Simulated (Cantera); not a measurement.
**Ignition delay**

Mixture: 11.2 % CH₄, 18.7 % O₂, 70.1 % N₂, equivalence ratio 1.2, at 9.80 bar, adiabatic and at constant pressure. Ignition delay is the time to a rise of 400 K.

Detailed kinetics in Cantera: GRI-Mech 3.0 (53 species, 325 reactions).

```csv
T0 (K),delay (ms)
1075,27.9
1125,13.9
1175,7.24
1225,3.91
1275,2.17
1325,1.24
1375,0.723
```

```json
{
  "apparent activation energy between 1275 and 1375 K": "160 kJ/mol"
}
```
